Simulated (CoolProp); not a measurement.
Model: reference Helmholtz-energy equation of state, Lemmon 2005, in CoolProp.

Task: For R125, give the phase and the density (kg/m³), cp (kJ/(kg K)), cv (kJ/(kg K)), speed of sound (m/s) at 0.75 °C and 4320 kPa; 24.25 °C and 4320 kPa.

Result: 
- 0.75 °C and 4320 kPa: liquid; density 1340, cp 1.22, cv 0.792, speed of sound 487
- 24.25 °C and 4320 kPa: liquid; density 1230, cp 1.32, cv 0.825, speed of sound 381
